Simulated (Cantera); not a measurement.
## Thermodynamics of boron, boron nitride and boron oxide, feed borazine + H2

A closed system holds: 1 mol borazine, 83 mol H2, at 56000 Pa.

Equilibrium computed with Cantera from the NASA thermochemical tables; the gas is ideal and each condensed phase is pure. Candidate condensed phases: B, BN; 15 gas species. The feed counts by its element totals alone. Mutual solubility and eutectic melting of coexisting phases are not modelled. The tables' values for BH2 are old estimates; treat these amounts as uncertain. Gases not in the tables: B2H6 and higher boranes. Kinetics and transport are ignored.

```
T (°C)  log p H2  log p H  log p BH2  log p N2  log p BH3  log p BH  log p B  n BN(s)   n B(s)
------  --------  -------  ---------  --------  ---------  --------  -------  -------  -------
550        -0.25   -11.26       <-12      <-12     -11.30      <-12     <-12     3.00        0
750        -0.25    -8.51     -10.82    -11.59      -9.49      <-12     <-12     3.00        0
950        -0.25    -6.65      -8.62     -8.54      -8.14      <-12     <-12     3.00        0
1150       -0.25    -5.30      -6.79     -6.87      -6.93      <-12     <-12     3.00        0
1350       -0.25    -4.29      -5.41     -5.62      -6.02     -9.93   -10.91     3.00        0
1550       -0.25    -3.49      -4.36     -4.61      -5.33     -8.03    -8.57     2.99        0
1750       -0.25    -2.85      -3.53     -3.78      -4.80     -6.51    -6.71     2.95  0.00256
```
log p: log10 of the partial pressure in bar; n: condensed amount in mol.

From 550 °C to 1550 °C the condensed part is BN(s). At 1750 °C the condensed part is B(s) + BN(s).
